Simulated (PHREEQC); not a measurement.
Dissolve 40 mmol/kgw NaF at 35 °C. Closed to the air; pH follows from the charge balance.

The numbers come from PHREEQC with the ion-association model, phreeqc.dat.

No solid was allowed to form.

### Question
What pH, specific conductance does the model give?

### Answer
pH 7.72; specific conductance 4490 µS/cm.

### Question
In which forms is Na present?

### Answer
Na+ 98 %, NaF 1.5 % of the Na.

Complexes and solids missing from the database can't appear.
